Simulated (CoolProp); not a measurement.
Fluoroethane (R161) at several states: Z from the reference equation and from simpler models built on Tc = 375.2 K, pc = 5.010 MPa, ω = 0.216; each cubic takes its own stable root.

The numbers come from the reference Helmholtz-energy equation of state, Wu 2012 in CoolProp.

| T (K) | p (MPa) | phase | reference |
|---|---|---|---|
| 221.6 | 5 | liquid | 0.1549 |
| 272 | 0.0589 | gas | 0.9878 |
| 406.7 | 4.57 | gas | 0.7094 |
| 141.8 | 5 | liquid | 0.2159 |

### Question
How far does each simpler model (van der Waals, Redlich-Kwong, Soave-Redlich-Kwong, Peng-Robinson) lie from the reference over these 4 states: mean and median of the absolute difference, and the worst?

### Answer
- van der Waals: mean 36.9 %, median 36.5 %, worst +74.1 % at 141.8 K and 5 MPa
- Redlich-Kwong: mean 9.0 %, median 8.9 %, worst +18.1 % at 221.6 K and 5 MPa
- Soave-Redlich-Kwong: mean 8.6 %, median 8.7 %, worst +16.6 % at 141.8 K and 5 MPa
- Peng-Robinson: mean 2.2 %, median 2.3 %, worst +4.1 % at 141.8 K and 5 MPa
